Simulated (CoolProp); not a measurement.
Normal hydrogen at 371.59 K and 0.118 MPa flows at 0.1 m/s in a round tube of 25 mm bore and 1.5 µm roughness, fully developed (64/Re and Nu = 3.66 if laminar; Colebrook and Gnielinski if turbulent). Each further row changes one setting.

Computed with CoolProp (reference Helmholtz-energy equation of state, Leachman 2009).

```json
[
 {"case": "as stated", "Reynolds number": "(withheld)", "Darcy friction factor": "(withheld)", "pressure drop (Pa/m)": "(withheld)", "heat-transfer coefficient (W/(m² K))": "32.1", "mass flow (kg/h)": "(withheld)"},
 {"case": "velocity 0.2 m/s", "Reynolds number": "37.1", "Darcy friction factor": "1.72", "pressure drop (Pa/m)": "0.106", "heat-transfer coefficient (W/(m² K))": "32.1", "mass flow (kg/h)": "(withheld)"},
 {"case": "diameter 50 mm", "Reynolds number": "37.1", "Darcy friction factor": "1.72", "pressure drop (Pa/m)": "(withheld)", "heat-transfer coefficient (W/(m² K))": "(withheld)", "mass flow (kg/h)": "(withheld)"}
]
```

### Question
Some entries are withheld; supply them.

### Answer

- as stated, Reynolds number: 18.6
- as stated, Darcy friction factor: 3.45
- as stated, pressure drop (Pa/m): 0.0531
- as stated, mass flow (kg/h): 0.0136
- velocity 0.2 m/s, mass flow (kg/h): 0.0272
- diameter 50 mm, pressure drop (Pa/m): 0.0133
- diameter 50 mm, heat-transfer coefficient (W/(m² K)): 16.0
- diameter 50 mm, mass flow (kg/h): 0.0544

Viscosity comes from a separate model (Muzny 2013). Thermal conductivity comes from a separate model (Assael 2011).
